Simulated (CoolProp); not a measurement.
Aqueous methanol as a coolant, 46 % by mass, freezing at -47.8 °C, 1 atm.

Model: Melinder's fits for secondary coolants, in CoolProp.

```json
[
 {"T (°C)": "-14.5", "viscosity (mPa s)": "6.30", "Prandtl number": "61.0", "conductivity (W/(m K))": "0.349", "cp (kJ/(kg K))": "3.380"},
 {"T (°C)": "-10.9", "viscosity (mPa s)": "___", "Prandtl number": "52.6", "conductivity (W/(m K))": "0.350", "cp (kJ/(kg K))": "3.423"},
 {"T (°C)": "-7.2", "viscosity (mPa s)": "4.60", "Prandtl number": "45.4", "conductivity (W/(m K))": "0.351", "cp (kJ/(kg K))": "3.465"},
 {"T (°C)": "-3.5", "viscosity (mPa s)": "3.97", "Prandtl number": "___", "conductivity (W/(m K))": "0.352", "cp (kJ/(kg K))": "3.505"},
 {"T (°C)": "0.1", "viscosity (mPa s)": "3.47", "Prandtl number": "34.7", "conductivity (W/(m K))": "___", "cp (kJ/(kg K))": "3.542"},
 {"T (°C)": "3.8", "viscosity (mPa s)": "3.03", "Prandtl number": "30.6", "conductivity (W/(m K))": "0.355", "cp (kJ/(kg K))": "3.577"},
 {"T (°C)": "7.5", "viscosity (mPa s)": "2.67", "Prandtl number": "27.0", "conductivity (W/(m K))": "0.356", "cp (kJ/(kg K))": "3.609"},
 {"T (°C)": "11.1", "viscosity (mPa s)": "2.37", "Prandtl number": "24.1", "conductivity (W/(m K))": "0.357", "cp (kJ/(kg K))": "3.638"},
 {"T (°C)": "14.8", "viscosity (mPa s)": "2.11", "Prandtl number": "21.5", "conductivity (W/(m K))": "0.359", "cp (kJ/(kg K))": "3.665"},
 {"T (°C)": "18.5", "viscosity (mPa s)": "1.89", "Prandtl number": "19.3", "conductivity (W/(m K))": "0.360", "cp (kJ/(kg K))": "3.688"},
 {"T (°C)": "22.1", "viscosity (mPa s)": "1.70", "Prandtl number": "17.4", "conductivity (W/(m K))": "0.362", "cp (kJ/(kg K))": "3.707"},
 {"T (°C)": "25.8", "viscosity (mPa s)": "1.53", "Prandtl number": "___", "conductivity (W/(m K))": "0.363", "cp (kJ/(kg K))": "3.724"},
 {"T (°C)": "29.4", "viscosity (mPa s)": "1.39", "Prandtl number": "14.3", "conductivity (W/(m K))": "0.364", "cp (kJ/(kg K))": "3.737"},
 {"T (°C)": "33.1", "viscosity (mPa s)": "1.26", "Prandtl number": "___", "conductivity (W/(m K))": "___", "cp (kJ/(kg K))": "3.746"}
]
```

**Question.** Complete the blanks.

**Answer.** 
- -10.9, viscosity (mPa s): 5.37
- -3.5, Prandtl number: 39.5
- 0.1, conductivity (W/(m K)): 0.354
- 25.8, Prandtl number: 15.7
- 33.1, Prandtl number: 12.9
- 33.1, conductivity (W/(m K)): 0.366
